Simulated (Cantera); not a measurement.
What does this Cantera script print?

```python
import numpy as np
import cantera as ct

gas_names = [...]  # 139 gases of nasa_gas.yaml made of C, Cu, H, N, O
cond_names = """
    C(gr) C6H6(L) C7H8(L) C8H18(L),n-octa Cu(cr) Cu(L) CuO(s) CuO2H2(s) Cu2O(s) Cu2O(L) H2O(s) H2O(L)
""".split()


# ... load() reads the species with a 1 bar reference pressure and builds the phases ...
atoms = {
    'Cu2O': {'Cu': 2, 'O': 1},
    'C': {'C': 1},
    'N2': {'N': 2},
    'CH4': {'C': 1, 'H': 4},
}
top_T = {'C(gr)': 4500, 'CuO(s)': 1390}  # K; cautious upper limits of use, not melting points


# ... equilibrate(T, P, feed) seeds the gas with the atoms and calls Mixture.equilibrate('TP', solver="vcs", rtol=1e-11, max_steps=5000) ...
results = []
feed = {'Cu2O': 1, 'C': 6.1, 'N2': 0.11, 'CH4': 0.85}  # mol
T = 1550  # K
P = 1333.22  # Pa
mix = equilibrate(T, P, feed)
results.append((T, P, feed, dict(zip(mix.species_names, mix.species_moles))))
x = sorted(zip(gas.X, gas.species_names), reverse=True)
print(f"T = {T:g} K  P = {P:g} Pa  gas = {mix.phase_moles(0):.4g} mol")
print("   x: " + "  ".join(f"{s} {v:.3e}" for v, s in x if v > 0.0001))
print("   condensed (mol): " + ("  ".join(f"{mix.phase(i).name} {mix.phase_moles(i):.4g}"
      for i in range(1, mix.n_phases) if mix.phase_moles(i) > 1e-12) or "none"))
```

Result:

```
T = 1550 K  P = 1333.22 Pa  gas = 2.814 mol
   x: H2 6.038e-01  CO 3.553e-01  N2 3.897e-02  Cu 1.392e-03  HCN 2.281e-04  H 2.120e-04
   condensed (mol): C(gr) 5.949  Cu(L) 1.996
```

These are equilibrium values from Cantera (NASA tables, ideal gas, pure condensed phases), not measurements of a reactor.
